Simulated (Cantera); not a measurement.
# Catalytic combustion on Pt

An isothermal plug-flow reactor at 500 K and 140000 Pa (inlet), inlet velocity 0.52 m/s, active area per volume 1700 1/m; feed 0.712 % H2, 15.3 % O2, 80.4 % N2, 3.66 % H2O, equivalence ratio 0.023.

Model: Deutschmann's 1995 Pt surface mechanism with GRI-Mech 3.0 gas chemistry, integrated in Cantera. Catalytic surfaces can have several steady states; this one follows from the mechanism file's or the stated starting coverage. Mass transfer to the wall is taken as infinitely fast.

| z (m) | x H2 | x O2 | x H2O | θ free Pt | θ O* | θ OH* |
|---|---|---|---|---|---|---|
| 0.0007 | 0.00135 | 0.150 | 0.0425 | 0.0132 | 0.952 | 0.0351 |
| 0.0014 | 0.000743 | 0.150 | 0.0431 | 0.00727 | 0.966 | 0.0264 |
| 0.0026 | 0.000419 | 0.150 | 0.0435 | 0.00410 | 0.976 | 0.0200 |
| 0.0051 | 0.000220 | 0.150 | 0.0437 | 0.00215 | 0.983 | 0.0146 |
| 0.0098 | 0.000116 | 0.150 | 0.0438 | 0.00114 | 0.988 | 0.0106 |
| 0.019 | 6.02e-5 | 0.150 | 0.0438 | 0.000591 | 0.992 | 0.00767 |
| 0.036 | 3.18e-5 | 0.150 | 0.0439 | 0.000314 | 0.994 | 0.00560 |
| 0.07 | 1.63e-5 | 0.150 | 0.0439 | 0.000163 | 0.996 | 0.00404 |
x: gas mole fraction; θ: surface coverage.
